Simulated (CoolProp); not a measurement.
n-perfluorohexane at several states: density (kg/m³) from the reference equation and from simpler models built on Tc = 174.9 °C, pc = 1.742 MPa, ω = 0.497; each cubic takes its own stable root.

Values from CoolProp's reference Helmholtz-energy equation of state, Gao 2022.

| T (°C) | p (MPa) | phase | reference |
|---|---|---|---|
| 99.25 | 0.194 | gas | 23.02 |
| 131.05 | 0.0744 | gas | 7.651 |
| -37.45 | 2.27 | liquid | 1857 |
| 131.85 | 0.727 | gas | 99.92 |
| 154.75 | 0.0145 | gas | 1.382 |

Q: How far does each simpler model (van der Waals, Redlich-Kwong, Soave-Redlich-Kwong, Peng-Robinson) lie from the reference over these 5 states: mean and median of the absolute difference, and the worst?

A: 
- van der Waals: mean 11.4 %, median 2.7 %, worst -43.9 % at -37.45 °C and 2.27 MPa
- Redlich-Kwong: mean 4.9 %, median 1.3 %, worst -17.7 % at -37.45 °C and 2.27 MPa
- Soave-Redlich-Kwong: mean 3.2 %, median 0.2 %, worst -13.9 % at -37.45 °C and 2.27 MPa
- Peng-Robinson: mean 0.9 %, median 0.3 %, worst -3.4 % at -37.45 °C and 2.27 MPa
